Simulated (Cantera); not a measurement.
A closed system holds: 1 mol AlF₃, 11 mol H₂O, 1.2 mol N₂, at 85.0 Pa.

Method: chemical equilibrium by Gibbs-energy minimisation in Cantera with the NASA 1993 tables (ideal gas, pure condensed phases). Candidate condensed phases: Al, AlF₃, AlN, Al₂O₃, H₂O; 57 gas species. The tables' values for AlOF are old estimates; treat these amounts as uncertain. Rates play no part.

x: gas mole fraction; n: condensed amount in mol.

```tsv
T (K)	x H₂O	x HF	x N₂	x H₂	x AlF₂O	x OH	x H	x O₂	n Al₂O₃(s)
1573	0.704	0.175	0.0876	0.0113	0.0219	0.000334	0.000148	0.000106	0.350
1648	0.705	0.164	0.0875	…	…	…	…	…	…
1723	0.704	0.152	0.0873	0.0191	0.0330	0.00175	0.000866	0.00103	0.273
1798	0.700	0.142	0.0870	…	…	…	…	…	…
1873	0.689	0.132	0.0865	0.0337	0.0421	0.00645	0.00406	0.00528	0.208
1948	0.669	0.123	0.0855	0.0452	0.0454	0.0110	0.00824	0.00958	0.181
2023	0.639	0.115	0.0840	0.0602	0.0480	0.0177	0.0160	0.0156	0.157
```

Task: Complete the blanks.

Result: 
- 1798, x H₂: 0.0252
- 1798, x AlF₂O: 0.0379
- 1798, x OH: 0.00350
- 1798, x H: 0.00192
- 1798, x O₂: 0.00254
- 1798, n Al₂O₃(s): 0.239
- 1648, x H₂: 0.0147
- 1648, x AlF₂O: 0.0275
- 1648, x OH: 0.000797
- 1648, x H: 0.000371
- 1648, x O₂: 0.000355
- 1648, n Al₂O₃(s): 0.311
